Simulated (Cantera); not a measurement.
A perfectly stirred reactor is fed with 31.2 % CH4, 68.8 % N2, at 82.5 Torr; it is held at 1848 K, and followed from long to short residence time.

Cantera simulation using GRI-Mech 3.0 (53 species, 325 reactions); the numbers are that mechanism's predictions, not measurements. GRI-Mech 3.0 stops at C3 and has no aromatics, soot or wall deposition, so with more carbon than oxygen in the feed, carbon stays in small species such as C2H2 where larger ones or solid carbon would form.

Question: Predict: x(CH4) at τ = 22.0 s; x(C2H) at τ = 22.0 s; x(CH3) at τ = 22.0 s; x(C2H6) at τ = 22.0 s; x(CH2) at τ = 22.0 s; x(CH4) at τ = 73.0 ms; x(C2H) at τ = 73.0 ms; x(CH3) at τ = 73.0 ms; x(C2H6) at τ = 73.0 ms; x(CH2) at τ = 73.0 ms.

Answer: 
```json
{
 "x(CH4) at τ = 22.0 s": "0.00189",
 "x(C2H) at τ = 22.0 s": "3.34e-6",
 "x(CH3) at τ = 22.0 s": "0.000101",
 "x(C2H6) at τ = 22.0 s": "6.74e-8",
 "x(CH2) at τ = 22.0 s": "3.07e-7",
 "x(CH4) at τ = 73.0 ms": "0.0430",
 "x(C2H) at τ = 73.0 ms": "2.07e-6",
 "x(CH3) at τ = 73.0 ms": "0.00161",
 "x(C2H6) at τ = 73.0 ms": "2.08e-5",
 "x(CH2) at τ = 73.0 ms": "2.88e-6"
}
```
